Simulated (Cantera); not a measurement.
**Stirred combustor or abatement burner**

A perfectly stirred reactor is fed with H₂ : O₂ : N₂ = 1 : 1.06 : 4 (molar parts), at 578 Torr; it is adiabatic with a 425 K inlet, and is followed from long to short residence time, starting on the burning branch (τ in s: 0.022, 0.0088, 0.0035, 0.0014, 0.00057, 0.00023, 9.3e-05, 3.8e-05, 1.5e-05).

Detailed kinetics in Cantera: the H2/O2 subset of GRI-Mech 3.0, which has no nitrogen chemistry.

```
τ (s)    T (K)      x H₂    x O₂     x OH   x H₂O       x O   x H₂O₂       x H
-------  -----  --------  ------  -------  ------  --------  -------  --------
0.022     1672  0.000544   0.100  0.00230   0.178  0.000517  2.75e-7  0.000120
0.0088    1661  0.000991  0.0999  0.00304   0.177  0.000943  4.03e-7  0.000297
0.0035    1643   0.00178  0.0996  0.00394   0.175   0.00169  5.94e-7  0.000728
0.0014    1612   0.00314  0.0995  0.00490   0.172   0.00290  8.97e-7   0.00171
0.00057   1563   0.00534  0.0996  0.00569   0.168   0.00464  1.43e-6   0.00373
0.00023   1486   0.00911   0.101  0.00600   0.161   0.00668  2.50e-6   0.00748
9.3e-5    1370    0.0172   0.105  0.00545   0.149   0.00781  4.78e-6    0.0130
3.8e-5     425     0.165   0.175   <1e-12  <1e-12    <1e-12   <1e-12    <1e-12
1.5e-5     425     0.165   0.175   <1e-12  <1e-12    <1e-12   <1e-12    <1e-12
```
x: mole fraction; the columns are a selection and need not sum to one.
